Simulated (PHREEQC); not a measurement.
Consider water at 6 °C with 0.0023 mol H2SO4 per kg of water. Closed to the air; pH follows from the charge balance.

Model: ion-association model, phreeqc.dat, run in PHREEQC.

| quantity | before | after |
|---|---|---|
| pH | 2.41 | 2.14 |
| ionic strength (mol/kgw) | 0.00612 | 0.0114 |
| SO4-2 (mol/kgw) | 0.00191 | 0.00339 |
| HSO4- (mol/kgw) | 0.000392 | 0.00121 |

Which change was made?
A. H2SO4 from 0.0023 to 0.0046 mol/kgw
B. H2SO4 from 0.0023 to 0.00345 mol/kgw
C. 0.0019 mol/kgw LiCl added
D. temperature from 6 to 80 °C
E. H2SO4 from 0.0023 to 0.023 mol/kgw

A, H2SO4 from 0.0023 to 0.0046 mol/kgw

This is a speciation only: nothing precipitates in the calculation. Away from 25 °C the constants follow the database's enthalpies or fits; those with neither stay at their 25 °C values.
